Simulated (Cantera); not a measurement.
An isothermal, constant-pressure homogeneous reactor starts with 27.8 % NO, 72.2 % N₂, at 1750 K and 1.00 atm.

Detailed kinetics in Cantera: GRI-Mech 3.0 (53 species, 325 reactions).

One state of this run: x NO = 0.157; x N₂O = 9.90e-6; x N₂ = 0.783; x O₂ = 0.0603; x NO₂ = 0.000238; x O = 1.87e-5. x: mole fraction; the columns are a selection and need not sum to one.

**Question.** Which value of t (s) does it belong to?
(A) 8.00
(B) 0.0635
(C) 0.00253
(D) 1.60

**Answer.** A, 8.00
